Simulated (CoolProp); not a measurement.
50 sccm (0 °C, 1 atm) of nitrogen bubbles through liquid n-octane at 311.7 K and leaves saturated at a total pressure of 0.0573 MPa (ideal gas phase). Each further row changes one setting.

Computed with CoolProp (reference Helmholtz-energy equation of state, Beckmüller 2019).

```tsv
case	vapour pressure (kPa)	mole fraction of vapour	delivery (mg/min)	delivery (sccm)	change of delivery for a bath 1 K warmer (%)
as stated	3.86	0.0674	(withheld)	(withheld)	5.6
bath temperature 316.7 K	(withheld)	0.0863	(withheld)	(withheld)	5.5
total pressure 0.115 MPa	3.86	(withheld)	(withheld)	(withheld)	5.4
```

Problem. Complete the blanks.

Solution. 
- as stated, delivery (mg/min): 18.4
- as stated, delivery (sccm): 3.61
- bath temperature 316.7 K, vapour pressure (kPa): 4.95
- bath temperature 316.7 K, delivery (mg/min): 24.1
- bath temperature 316.7 K, delivery (sccm): 4.72
- total pressure 0.115 MPa, mole fraction of vapour: 0.0336
- total pressure 0.115 MPa, delivery (mg/min): 8.85
- total pressure 0.115 MPa, delivery (sccm): 1.74
